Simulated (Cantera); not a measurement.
# Thermodynamics of nitride etching, feed BN + F2 + H2

Charge: 1 mol BN, a varied amount of F2, 52 mol H2, at 0.133 bar.

These are equilibrium values from Cantera (NASA tables, ideal gas, pure condensed phases), not measurements of a reactor. Candidate condensed phases: B, BN; 31 gas species. The tables' values for BF2 are old estimates. The numbers say what is thermodynamically allowed, not how fast it happens.

Stable condensed phases:

```
T in °C \ n(F2) in mol
         1.3 1.5 1.7 1.9 2.2 2.5 2.8 3.2 3.7 4.2 4.7 5.4
   1777    A   A   A   A   A   A   A   A   A   A   A   A
   1677    A   A   A   A   A   A   A   A   A   A   A   A
   1577    B   A   A   A   A   A   A   A   A   A   A   A
   1477    B   B   A   A   A   A   A   A   A   A   A   A
   1377    B   B   B   A   A   A   A   A   A   A   A   A
   1277    B   B   B   A   A   A   A   A   A   A   A   A
   1177    B   B   B   A   A   A   A   A   A   A   A   A
   1077    B   B   B   A   A   A   A   A   A   A   A   A
    977    B   B   B   A   A   A   A   A   A   A   A   A
    877    B   B   A   A   A   A   A   A   A   A   A   A
    777    B   B   A   A   A   A   A   A   A   A   A   A
    677    B   B   A   A   A   A   A   A   A   A   A   A
    577    B   B   A   A   A   A   A   A   A   A   A   A
```

A: gas only; B: BN.
